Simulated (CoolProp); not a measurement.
Vapour-liquid equilibrium of R113 (1) + n-heptane (2) at 432.2 K; x and y are mole fractions of (1).

Computed with CoolProp (multi-fluid Helmholtz-energy mixture model, Marx 1992 and Span 2003; pair parameters Bell 2016).

Q: Give the bubble pressure and the first vapour's composition at x = 0.05, 0.45, 0.95. Is there an azeotrope?

A: x = 0.05: 505.9 kPa, y = 0.133; x = 0.45: 913.5 kPa, y = 0.671; x = 0.95: 1384 kPa, y = 0.973. No azeotrope shows between x = 0.05 and 0.95.

Pair parameters are fitted to limited data, so mixtures are less certain than the pure fluids.
